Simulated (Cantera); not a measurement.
Input (Python, Cantera) and output of one run.

```python
import numpy as np
import cantera as ct

gas_names = """
    CL CL2 Cs CsCL Cs2 Cs2CL2 H HCL H2
""".split()
cond_names = """
    Cs(cr) Cs(L) CsCL(a) CsCL(b) CsCL(L)
""".split()


# ... load() reads the species with a 1 bar reference pressure and builds the phases ...
atoms = {
    'CsCl': {'Cs': 1, 'CL': 1},
    'H2': {'H': 2},
}
top_T = {}  # K; cautious upper limits of use, not melting points


# ... equilibrate(T, P, feed) seeds the gas with the atoms and calls Mixture.equilibrate('TP', solver="vcs", rtol=1e-11, max_steps=5000) ...
results = []
feed = {'CsCl': 1, 'H2': 6.6}  # mol
T = 825  # K
P = 61000  # Pa
mix = equilibrate(T, P, feed)
results.append((T, P, feed, dict(zip(mix.species_names, mix.species_moles))))
print(gas.report(threshold=0.001))
for i in range(1, mix.n_phases):
    print(f"{mix.phase(i).name:16s} {mix.phase_moles(i):12.5e} mol")
```

Output:

```
       temperature   825 K
          pressure   61000 Pa
           density   0.017963 kg/m^3
  mean mol. weight   2.0199 kg/kmol
   phase of matter   gas

                          1 kg             1 kmol
                     ---------------   ---------------
          enthalpy        7.6404e+06        1.5433e+07  J
   internal energy        4.2445e+06        8.5733e+06  J
           entropy             81482        1.6458e+05  J/K
    Gibbs function       -5.9582e+07       -1.2035e+08  J
 heat capacity c_p             14706             29704  J/K
 heat capacity c_v             10590             21390  J/K

                      mass frac. Y      mole frac. X     chem. pot. / RT
                     ---------------   ---------------   ---------------
                H2           0.99806           0.99998           -17.544
     [   +8 minor]         0.0019398        1.7715e-05

Cs(L)             0.00000e+00 mol
CsCL(b)           9.99846e-01 mol
```

Equilibrium computed with Cantera from the NASA thermochemical tables; the gas is ideal and each condensed phase is pure.
